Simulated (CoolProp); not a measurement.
Octamethylcyclotetrasiloxane (D4) along the isotherm 620 K: fugacity coefficient from the reference equation and from simpler models built on Tc = 586.5 K, pc = 13.47 bar, ω = 0.598; each cubic takes its own stable root.

Computed with CoolProp (reference Helmholtz-energy equation of state, Thol 2015).

```json
[
 {"p (bar)": "0.213", "phase": "gas", "reference": "0.9955", "Redlich-Kwong": "0.9954", "Soave-Redlich-Kwong": "0.9957", "Peng-Robinson": "0.9951"},
 {"p (bar)": "0.344", "phase": "gas", "reference": "0.9928", "Redlich-Kwong": "0.9926", "Soave-Redlich-Kwong": "0.9931", "Peng-Robinson": "0.9921"},
 {"p (bar)": "0.556", "phase": "gas", "reference": "0.9883", "Redlich-Kwong": "0.9881", "Soave-Redlich-Kwong": "0.9888", "Peng-Robinson": "0.9873"},
 {"p (bar)": "0.898", "phase": "gas", "reference": "0.9812", "Redlich-Kwong": "0.9807", "Soave-Redlich-Kwong": "0.9820", "Peng-Robinson": "0.9796"},
 {"p (bar)": "1.45", "phase": "gas", "reference": "0.9696", "Redlich-Kwong": "0.9690", "Soave-Redlich-Kwong": "0.9709", "Peng-Robinson": "0.9672"},
 {"p (bar)": "2.34", "phase": "gas", "reference": "0.9512", "Redlich-Kwong": "0.9502", "Soave-Redlich-Kwong": "0.9533", "Peng-Robinson": "0.9473"},
 {"p (bar)": "3.79", "phase": "gas", "reference": "0.9214", "Redlich-Kwong": "0.9198", "Soave-Redlich-Kwong": "0.9249", "Peng-Robinson": "[?]"},
 {"p (bar)": "6.12", "phase": "gas", "reference": "0.8742", "Redlich-Kwong": "[?]", "Soave-Redlich-Kwong": "0.8799", "Peng-Robinson": "0.8659"},
 {"p (bar)": "9.89", "phase": "gas", "reference": "0.7996", "Redlich-Kwong": "0.7953", "Soave-Redlich-Kwong": "0.8089", "Peng-Robinson": "0.7887"},
 {"p (bar)": "16", "phase": "supercritical", "reference": "0.6821", "Redlich-Kwong": "0.6718", "Soave-Redlich-Kwong": "0.6968", "Peng-Robinson": "0.6704"},
 {"p (bar)": "25.8", "phase": "supercritical", "reference": "0.5161", "Redlich-Kwong": "0.5020", "Soave-Redlich-Kwong": "0.5405", "Peng-Robinson": "0.5125"},
 {"p (bar)": "41.7", "phase": "supercritical", "reference": "[?]", "Redlich-Kwong": "[?]", "Soave-Redlich-Kwong": "0.4180", "Peng-Robinson": "0.3887"},
 {"p (bar)": "67.4", "phase": "supercritical", "reference": "0.3131", "Redlich-Kwong": "0.3150", "Soave-Redlich-Kwong": "0.3482", "Peng-Robinson": "0.3148"}
]
```

Q: Some entries are withheld; supply them.

A: 
- 3.79, Peng-Robinson: 0.9156
- 6.12, Redlich-Kwong: 0.8717
- 41.7, reference: 0.3867
- 41.7, Redlich-Kwong: 0.3822
